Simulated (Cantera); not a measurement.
Input: 1 mol CH₃SiH₃, 0.034 mol CH₄, 65 mol H₂, held at 1473 K and 0.00240 bar.

Method: chemical equilibrium by Gibbs-energy minimisation in Cantera with the NASA 1993 tables (ideal gas, pure condensed phases). Candidate condensed phases: C, C₆H₆, C₇H₈, C₈H₁₈, Si, SiC; 87 gas species. The feed counts by its element totals alone. Kinetics and transport are ignored.

Base state: H₂ 1.000, H 0.000258 (mole fractions); condensed: C(graphite) + SiC(s).

Question: What changes in the equilibrium state with this change: pressure from 0.00240 bar to 0.0380 bar?

Answer: 
```json
[
 {"species": "H₂", "before": "1.000", "after": "1.000"},
 {"species": "CH₄", "before": "7.04e-6", "after": "0.000112"},
 {"species": "H", "before": "0.000258", "after": "6.49e-5"},
 {"species": "C(graphite), mol", "before": "0.0326", "after": "0.0255"},
 {"species": "SiC(s), mol", "before": "1.000", "after": "1.000"}
]
```
